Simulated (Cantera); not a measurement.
## Carbothermic reduction: Cu₂O + CO

Input: 1 mol Cu₂O, a varied amount of CO, at 0.240 Torr.

Cantera equilibrium calculation (NASA polynomials, part measured and part estimated; ideal gas, pure solids and liquids). Candidate condensed phases: C, Cu, CuO, Cu₂O; 15 gas species. Mutual solubility and eutectic melting of coexisting phases are not modelled. The numbers say what is thermodynamically allowed, not how fast it happens.

Stable condensed phases:

```
T in K \ n(CO) in mol
         0.93  1.4  1.8  2.3  2.7  3.2  3.6    4
   2275     A    A    A    A    A    A    A    A
   2175     A    A    A    A    A    A    A    A
   2075     A    A    A    A    A    A    A    A
   1975     A    A    A    A    A    A    A    A
   1875     A    A    A    A    A    A    A    A
   1775     A    A    A    A    A    A    A    A
   1675     B    B    B    B    B    B    A    A
   1575     B    B    B    B    B    B    B    B
   1475     B    B    B    B    B    B    B    B
   1375     C    B    B    B    B    B    B    B
   1275     C    B    B    B    B    B    B    B
   1175     C    B    B    B    B    B    B    B
   1075     C    B    B    B    B    B    B    B
    975     C    B    B    B    B    B    B    B
```

A: gas only; B: Cu; C: Cu + Cu₂O.
